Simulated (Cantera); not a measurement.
Input: 1 mol HMDSO, 0.21 mol O₃, equilibrated at 1998.15 K and 2300 Pa.

Cantera equilibrium calculation (NASA polynomials, part measured and part estimated; ideal gas, pure solids and liquids). Candidate condensed phases: C, C₆H₆, C₇H₈, C₈H₁₈, H₂O, Si, SiC, SiO₂; 123 gas species. The feed counts by its element totals alone. Equilibrium is a limit: real reactors are often held back by kinetics, nucleation or transport.

Base state: H₂ 0.837, CO 0.151, H 0.00969, SiO 0.00140, C₂H₂ (acetylene) 0.000635, Si 0.000101 (mole fractions); condensed: C(graphite) + SiC(s).

Problem. What changes in the equilibrium state with this change: pressure from 2300 Pa to 133 Pa?

Solution. 
| species | before | after |
|---|---|---|
| H₂ | 0.837 | 0.808 |
| CO | 0.151 | 0.149 |
| H | 0.00969 | 0.0395 |
| Si | 0.000101 | 0.00174 |
| Si₂C | 2.74e-6 | 4.73e-5 |
| SiC₂ | 4.14e-6 | 7.14e-5 |
| SiH | 9.54e-6 | 3.89e-5 |
| C(graphite), mol | 2.39 | 2.41 |
| SiC(s), mol | 1.98 | 1.96 |

Problem. What changes in the equilibrium state with this change: temperature from 1998.15 K to 1675 K?

Solution. 
```json
[
 {"species": "H₂", "before": "0.837", "after": "0.846"},
 {"species": "CO", "before": "0.151", "after": "0.153"},
 {"species": "H", "before": "0.00969", "after": "0.000704"},
 {"species": "SiO", "before": "0.00140", "after": "0.000576"},
 {"species": "Si", "before": "0.000101", "after": "2.54e-7"},
 {"species": "C₂H₂ (acetylene)", "before": "0.000635", "after": "4.91e-5"},
 {"species": "CH₄", "before": "6.87e-6", "after": "1.98e-5"},
 {"species": "C(graphite), mol", "before": "2.39", "after": "2.38"},
 {"species": "SiC(s), mol", "before": "1.98", "after": "1.99"}
]
```
